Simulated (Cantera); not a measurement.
Charge: 1 mol CH₃Cl, 0.052 mol Si, 0.24 mol H₂, at 2798.15 K and 64.0 mbar.

Equilibrium computed with Cantera from the NASA thermochemical tables; the gas is ideal and each condensed phase is pure. Candidate condensed phases: C, C₆H₆, C₇H₈, C₈H₁₈, Si, SiC; 109 gas species. The tables' values for SiCl, SiCl₃ are old estimates; treat these amounts as uncertain. Gases not in the tables: Si₂H₆ and higher silanes. The numbers say what is thermodynamically allowed, not how fast it happens.

Base state: H₂ 0.399, HCl 0.269, H 0.203, Cl 0.0946, C₂H₂ (acetylene) 0.0132, Si 0.00878, SiC₂ 0.00487, SiCl₂ 0.00348 (mole fractions); condensed: C(graphite).

Problem. What changes in the equilibrium state with this change: temperature from 2798.15 K to 1225 K?

Solution. 
| species | before | after |
|---|---|---|
| H₂ | 0.399 | 0.611 |
| HCl | 0.269 | 0.365 |
| SiCl₄ | 2.00e-8 | 0.0212 |
| H | 0.203 | 9.63e-7 |
| Cl | 0.0946 | 4.95e-7 |
| C₂H₂ (acetylene) | 0.0132 | 9.92e-8 |
| Si | 0.00878 | <1e-9 |
| SiC₂ | 0.00487 | <1e-9 |
| SiCl | 0.00178 | <1e-9 |
| C₂H | 0.000846 | <1e-9 |
| C(graphite), mol | 0.891 | 0.999 |
The tables' values for SiCl₃ are old estimates; treat these amounts as uncertain.

Problem. What changes in the equilibrium state with this change: temperature from 2798.15 K to 1498 K?

Solution. 
| species | before | after |
|---|---|---|
| H₂ | 0.399 | 0.572 |
| HCl | 0.269 | 0.415 |
| SiCl₂ | 0.00348 | 0.00698 |
| H | 0.203 | 5.14e-5 |
| Cl | 0.0946 | 3.00e-5 |
| C₂H₂ (acetylene) | 0.0132 | 5.04e-6 |
| Si | 0.00878 | 1.13e-9 |
| SiC₂ | 0.00487 | <1e-9 |
| C₂H | 0.000846 | <1e-9 |
| C₃ | 0.000482 | <1e-9 |
| C(graphite), mol | 0.891 | 0.976 |
| SiC(s), mol | 0 | 0.0240 |
The tables' values for SiCl₃ are old estimates; treat these amounts as uncertain.

Problem. What changes in the equilibrium state with this change: H₂ from 0.24 to 3.8 mol?

Solution. 
```json
[
 {"species": "H₂", "before": "0.399", "after": "0.580"},
 {"species": "H", "before": "0.203", "after": "0.245"},
 {"species": "HCl", "before": "0.269", "after": "0.113"},
 {"species": "Cl", "before": "0.0946", "after": "0.0330"},
 {"species": "C₂H₂ (acetylene)", "before": "0.0132", "after": "0.0192"},
 {"species": "Si", "before": "0.00878", "after": "0.00444"},
 {"species": "SiCl₃", "before": "1.20e-5", "after": "2.57e-7"},
 {"species": "SiCl₂", "before": "0.00348", "after": "0.000214"},
 {"species": "Cl₂", "before": "1.31e-5", "after": "1.60e-6"},
 {"species": "C(graphite), mol", "before": "0.891", "after": "0.670"}
]
```
The tables' values for SiCl are old estimates; treat these amounts as uncertain.
